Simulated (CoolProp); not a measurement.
The fluid at 239.4 K and 0.172 MPa (liquid) is heated at constant pressure to 311.5 K. The same conditions are run with several fluids, on thermodynamics alone (safety and materials aside).

Model: reference Helmholtz-energy equation of state of each fluid (toluene: Lemmon 2006; n-hexane: Thol 2019; R245ca: Zhou 2016; n-nonane: Lemmon 2006; R134a: Tillner-Roth 1994), in CoolProp.

Rank toluene, n-hexane, R245ca, n-nonane, R134a by heat (kJ/kg), highest first.

R134a (279), n-hexane (158), n-nonane (154), toluene (118), R245ca (97.5)

```tsv
fluid	final phase	final density (kg/m³)
toluene	liquid	850
n-hexane	liquid	643
R245ca	liquid	1350
n-nonane	liquid	704
R134a	gas	6.98
```
